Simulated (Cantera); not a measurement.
An isothermal plug-flow reactor at 925 K and 2.50 bar (inlet), inlet velocity 0.12 m/s, active area per volume 1200 1/m; feed CH₄ : O₂ : N₂ = 0.0072 : 0.13 : 0.79 (molar parts), equivalence ratio 0.11.

Computed with Cantera and Deutschmann's 1995 Pt surface mechanism with GRI-Mech 3.0 gas chemistry. Catalytic surfaces can have several steady states; this one follows from the mechanism file's or the stated starting coverage. Mass transfer to the wall is taken as infinitely fast.

### Question
Predict: x(CH₄) at z = 0.015 m; x(O₂) at z = 0.015 m; x(H₂O) at z = 0.015 m; x(CO₂) at z = 0.015 m; x(CO) at z = 0.015 m; θ(free Pt) at the exit; θ(O*) at the exit; θ(OH*) at the exit.

### Answer
| Quantity | Result |
|---|---|
| x(CH₄) at z = 0.015 m | 0.00197 |
| x(O₂) at z = 0.015 m | 0.129 |
| x(H₂O) at z = 0.015 m | 0.0115 |
| x(CO₂) at z = 0.015 m | 0.00575 |
| x(CO) at z = 0.015 m | 5.85e-7 |
| θ(free Pt) at the exit | 0.0836 |
| θ(O*) at the exit | 0.914 |
| θ(OH*) at the exit | 0.00281 |
